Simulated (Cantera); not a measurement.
An isothermal, constant-pressure homogeneous reactor starts with 40.0 % CH₄, 60.0 % H₂, at 1498 K and 1330 Pa.

Detailed kinetics in Cantera: GRI-Mech 3.0 (53 species, 325 reactions). GRI-Mech 3.0 stops at C3 and has no aromatics, soot or wall deposition, so with more carbon than oxygen in the feed, carbon stays in small species such as C2H2 where larger ones or solid carbon would form. Radical loss at walls, strong at low pressure, is not modelled.

x: mole fraction; the columns are a selection and need not sum to one.

```tsv
t (s)	x CH₄	x H₂	x C₂H₄	x C₂H₂	x CH₂
0.000200	0.400	0.600	2.82e-12	<1e-12	<1e-12
0.000493	0.400	0.600	5.88e-11	<1e-12	1.06e-12
0.00121	0.400	0.600	1.03e-9	<1e-12	7.10e-12
0.00299	0.400	0.600	1.63e-8	1.73e-11	4.45e-11
0.00737	0.400	0.600	…	7.47e-10	2.70e-10
0.0182	0.400	0.600	3.66e-6	3.57e-8	1.54e-9
0.0447	0.399	0.600	5.03e-5	1.88e-6	7.63e-9
0.110	0.398	0.601	0.000506	8.34e-5	2.49e-8
0.271	0.390	0.605	0.00191	0.00142	3.44e-8
0.669	0.371	0.618	0.00255	0.00771	3.34e-8
1.65	0.331	0.644	0.00216	0.0227	3.11e-8
4.06	0.258	0.691	0.00148	0.0491	2.70e-8
10.0	…	…	…	…	…
```

Q: Some entries are withheld; supply them.

A: 
- 0.00737, x C₂H₄: 2.48e-7
- 10.0, x CH₄: 0.162
- 10.0, x H₂: 0.752
- 10.0, x C₂H₄: 0.000849
- 10.0, x C₂H₂: 0.0840
- 10.0, x CH₂: 2.14e-8
